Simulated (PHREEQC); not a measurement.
A PHREEQC input (ion-association model, wateq4f.dat):

```
SOLUTION 1
  temp 25
  units mg/L
  pH 7.43
  pe 1.2
  Na 8.61
  K 0.318
  Ca 11.2
  Mg 2.17
  Cl 10
  S(6) 20.4 as SO4
  Alkalinity 25.7
  F 0.133
  Si 0.81 as SiO2
END
USE solution 1
EQUILIBRIUM_PHASES 1
  Quartz 0 0.5
  Chalcedony 0 0
  CO2(g) -2 10
END
```

The run finishes without an error or a warning.

Its last state differs from that of the intended input:

```tsv
quantity	as run	intended
pH	6.51	6.42
ionic strength (mol/kgw)	0.00171	0.00166
HCO3- (mol/kgw)	0.000512	0.000420
CaHCO3+ (mol/kgw)	1.47e-6	1.21e-6
MgHCO3+ (mol/kgw)	4.30e-7	3.54e-7
NaHCO3 (mol/kgw)	9.82e-8	8.07e-8
```

Task: One thing in the input isn't as intended. What explains the difference?

Result: This is not unique; one that fits is The fault: 'as HCO3' left off the alkalinity, which is then read as CaCO3.
